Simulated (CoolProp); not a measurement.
A closed Brayton cycle with carbon dioxide: compressor inlet 323.15 K and 9.7 MPa, high pressure 29.8 MPa, turbine inlet 625 K, compressor efficiency 0.89, turbine efficiency 0.9, recuperator effectiveness 0.9 (on enthalpy, no pinch check). Each further row changes one setting.

Model: reference Helmholtz-energy equation of state, Span 1996, in CoolProp.

```csv
case,thermal efficiency (%),net work (kJ/kg),compressor to turbine work,compressor exit (K),turbine exit (K)
as stated,25.7,55.5,0.46,397.6,509.0
turbine inlet 575 K,21.9,43.5,0.52,397.6,463.5
compressor inlet 333.15 K,22.9,45.4,0.56,422.8,509.0
high pressure 25.3 MPa,25.6,51.3,0.43,386.5,525.5
recuperator effectiveness 0.5,20.6,55.5,0.46,397.6,509.0
```
